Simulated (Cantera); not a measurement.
A Cantera script and its output.

```python
import numpy as np
import cantera as ct

gas = ct.Solution("gri30.yaml")
gas.TPX = 1275, 32000, {'N2O': 1, 'O2': 1.8}
reactor = ct.IdealGasConstPressureReactor(gas, energy="off", clone=False)
net = ct.ReactorNet([reactor])
net.rtol, net.atol = 1e-08, 1e-18
show = ['N2O', 'O2', 'O', 'N2', 'NO', 'NO2']
times = np.geomspace(0.0008, 9, 10)

steps = ct.SolutionArray(gas, extra=["t"])
rows = []
print(f"{'t/s':>10s}{'T/K':>9s}{'P/Pa':>11s}" + "".join(f"{s:>11s}" for s in show))
for t in times:
    while net.time < t:
        t_next = net.step()
        steps.append(gas.state, t=t_next)
    rows.append([np.interp(t, steps.t, y) for y in (steps.T, steps.P, *steps(*show).X.T)])
    print(f"{t:10.3e}{rows[-1][0]:9.1f}{rows[-1][1]:11.4g}" + "".join(f"{x:11.3e}" for x in rows[-1][2:]))
rate = np.gradient(steps.T, steps.t)
print("integrator steps:", len(steps.t))
if steps.T.max() > steps.T[0] + 200:
    print(f"time of steepest temperature rise: {steps.t[rate.argmax()]:.4e} s")
gas.TPX = 1275, 32000, {'N2O': 1, 'O2': 1.8}
gas.equilibrate("TP")
print(f"equilibrium (TP): T = {gas.T:.1f} K  " + "  ".join(f"{s} {gas[s].X[0]:.3e}" for s in show))
```

It prints:

```
       t/s      T/K       P/Pa        N2O         O2          O         N2         NO        NO2
 8.000e-04   1275.0    3.2e+04  3.569e-01  6.429e-01  5.372e-06  1.918e-04  2.743e-05  2.473e-09
 2.255e-03   1275.0    3.2e+04  3.564e-01  6.429e-01  5.371e-06  5.486e-04  7.994e-05  2.036e-08
 6.358e-03   1275.0    3.2e+04  3.552e-01  6.430e-01  5.370e-06  1.552e-03  2.275e-04  1.508e-07
 1.793e-02   1275.0    3.2e+04  3.516e-01  6.434e-01  5.364e-06  4.357e-03  6.394e-04  9.489e-07
 5.054e-02   1275.0    3.2e+04  3.419e-01  6.443e-01  5.345e-06  1.209e-02  1.772e-03  4.444e-06
 1.425e-01   1275.0    3.2e+04  3.160e-01  6.467e-01  5.284e-06  3.252e-02  4.752e-03  1.482e-05
 4.017e-01   1275.0    3.2e+04  2.549e-01  6.525e-01  5.104e-06  8.089e-02  1.172e-02  3.934e-05
 1.132e+00   1275.0    3.2e+04  1.454e-01  6.630e-01  4.519e-06  1.678e-01  2.373e-02  8.275e-05
 3.192e+00   1275.0    3.2e+04  3.885e-02  6.741e-01  2.686e-06  2.531e-01  3.376e-02  1.279e-04
 9.000e+00   1275.0    3.2e+04  2.759e-03  6.787e-01  4.317e-07  2.829e-01  3.537e-02  2.447e-04
integrator steps: 785
equilibrium (TP): T = 1275.0 K  N2O 8.964e-09  O2 6.968e-01  O 1.659e-07  N2 3.028e-01  NO 3.807e-04  NO2 4.707e-06
```

Computed with Cantera and GRI-Mech 3.0 (53 species, 325 reactions). GRI-Mech 3.0 was tuned for natural gas; its chemistry of N2O as a main component is partial and can be far from experiment. The mechanism lacks the step 2 NO + O2 → 2 NO2, which can matter for NO2 below about 1400 K. The temperature is held fixed by assumption; the heat of reaction is taken as removed at once.
